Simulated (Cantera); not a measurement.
A Cantera script and what it prints.

```python
import numpy as np
import cantera as ct

gas_names = """
    Cr CrN CrO CrO2 CrO3 H HNO HNO2 HNO3 HO2 H2 H2O H2O2 N NH NH2 NH3 NH2OH NO NO2 NO3 N2 N2H2 N2H4 N2O
    O OH O2 O3
""".split()
cond_names = """
    Cr(cr) Cr(L) CrN(s) Cr2N(s) Cr2O3(s) Cr2O3(L) H2O(s) H2O(L)
""".split()


# ... load() reads the species with a 1 bar reference pressure and builds the phases ...
atoms = {
    'Cr': {'Cr': 1},
    'N2': {'N': 2},
    'H2': {'H': 2},
    'O2': {'O': 2},
}
top_T = {'CrN(s)': 1900, 'Cr2N(s)': 1900}  # K; cautious upper limits of use, not melting points


# ... equilibrate(T, P, feed) seeds the gas with the atoms and calls Mixture.equilibrate('TP', solver="vcs", rtol=1e-11, max_steps=5000) ...
results = []
feed = {'Cr': 1, 'N2': 2.6, 'H2': 9.6, 'O2': 0.28}  # mol
T = 1275  # K
P = 36000  # Pa
mix = equilibrate(T, P, feed)
results.append((T, P, feed, dict(zip(mix.species_names, mix.species_moles))))
x = sorted(zip(gas.X, gas.species_names), reverse=True)
print(f"T = {T:g} K  P = {P:g} Pa  gas = {mix.phase_moles(0):.4g} mol")
print("   x: " + "  ".join(f"{s} {v:.3e}" for v, s in x if v > 0.001))
print("   condensed (mol): " + ("  ".join(f"{mix.phase(i).name} {mix.phase_moles(i):.4g}"
      for i in range(1, mix.n_phases) if mix.phase_moles(i) > 1e-12) or "none"))
```

It prints:

```
T = 1275 K  P = 36000 Pa  gas = 12.04 mol
   x: H2 7.968e-01  N2 2.028e-01
   condensed (mol): Cr2N(s) 0.3146  Cr2O3(s) 0.1854
```

Equilibrium computed with Cantera from the NASA thermochemical tables; the gas is ideal and each condensed phase is pure. Mutual solubility and eutectic melting of coexisting phases are not modelled.
